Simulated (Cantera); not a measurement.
An adiabatic, constant-pressure homogeneous reactor starts with CH₄ : H₂ : O₂ : N₂ = 1 : 0.62 : 1.44 : 5.49 (molar parts), at 1800 K and 4.54 atm. Integrator tolerance rtol = 1e-08.

Computed with Cantera and GRI-Mech 3.0 (53 species, 325 reactions).

```csv
quantity,before,after
time of steepest temperature rise,15.0 µs,11.6 µs
temperature at 0.200 s,2944 K,3070 K
equilibrium temperature,2944 K,3070 K
x(CH₄) at 0.200 s,7.70e-12 (gas-phase equilibrium 8.90e-12),1.07e-11 (gas-phase equilibrium 1.25e-11)
x(H₂) at 0.200 s,0.100 (gas-phase equilibrium 0.100),0.124 (gas-phase equilibrium 0.124)
x(O₂) at 0.200 s,0.000830 (gas-phase equilibrium 0.000830),0.00178 (gas-phase equilibrium 0.00178)
x(HCN) at 0.200 s,1.22e-7 (gas-phase equilibrium 1.22e-7),1.60e-7 (gas-phase equilibrium 1.60e-7)
x(OH) at 0.200 s,0.0104 (gas-phase equilibrium 0.0104),0.0180 (gas-phase equilibrium 0.0180)
```

Task: Which change was made?
(A) initial temperature 1800 to 1550 K
(B) N2 5.49 to 3.7 parts
(C) CH4 1 to 0.63 parts
(D) H2 0.62 to 0.21 parts

Result: B, N2 5.49 to 3.7 parts
